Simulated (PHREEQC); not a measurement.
**Buffer: speciation**

A solution holds 0.092 mol HF, 0.00054 mol NH3 and 5.5e-05 mol NaCl per kg of water, at 25 °C. Closed to the air; pH follows from the charge balance.

All values are PHREEQC results (ion-association model, phreeqc.dat), not measurements.

Each row changes one thing in this solution. Precipitation was switched off in this run.

| case | pH | ionic strength (mol/kgw) | HF (mol/kgw) | F- (mol/kgw) | HF2- (mol/kgw) | NaF (mol/kgw) | SI of Halite (NaCl) |
|---|---|---|---|---|---|---|---|
| as made | 2.09 | 0.00955 | 0.0803 | 0.00726 | 0.00224 | 1.87e-7 | -10.18 |
| 0.0048 mol/kgw (CH3)4NCl added | 2.09 | 0.0145 | 0.0801 | 0.00739 | 0.00227 | 1.82e-7 | -8.25 |
| HF from 0.092 to 0.0828 mol/kgw | 2.12 | 0.00893 | 0.0720 | 0.00696 | 0.00192 | 1.80e-7 | -10.18 |
| HF from 0.092 to 0.92 mol/kgw | 1.31 | 0.0583 | 0.818 | 0.0141 | 0.0442 | 2.86e-7 | -10.27 |
| HF from 0.092 to 0.138 mol/kgw | 1.97 | 0.0125 | 0.122 | 0.00848 | 0.00396 | 2.12e-7 | -10.19 |

Species that the database lacks are ignored. (CH3)4N+ isn't in the database: it is added as a free cation with an ion size of 4 Å.
